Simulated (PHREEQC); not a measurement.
Solution (81 °C): 0.0014 mol Mn(NO3)2, 6.8e-05 mol HNO3 and 0.084 mol FeCl3 per kg of water. Closed to the air; pH follows from the charge balance.

Equilibrium calculation in PHREEQC: ion-association model, phreeqc.dat.

Precipitation was switched off in this run.

Task: Order these Mn species by the share of Mn that they hold, largest first: MnCl2, MnCl+, Mn+2.

Result: Mn+2 (83 %), MnCl+ (16 %), MnCl2 (0.58 %)

Task: Order these Cl species by the share of Cl that they hold, largest first: FeCl+2, Cl-, FeCl2+.

Result: Cl- (80 %), FeCl+2 (19 %), FeCl2+ (1.5 %)

The pH is 1.66 and the ionic strength 0.332 mol/kgw. Examples of supersaturated solids here: Hematite (slow to form), Goethite (slow to form). Others may be too. Away from 25 °C the constants follow the database's enthalpies or fits; those with neither stay at their 25 °C values.
